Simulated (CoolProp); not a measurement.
Model: reference Helmholtz-energy equation of state, Lemmon 2006, in CoolProp. It is a short technical equation, of lower accuracy than the large ones.

### Question
For nitrous oxide, give the phase and the density (kg/m³), cp (kJ/(kg K)), cv (kJ/(kg K)), Joule-Thomson coefficient (K/MPa) at 270.9 K and 181 bar.

### Answer
- 270.9 K and 181 bar: liquid; density 995, cp 1.84, cv 0.909, Joule-Thomson coefficient -0.0197
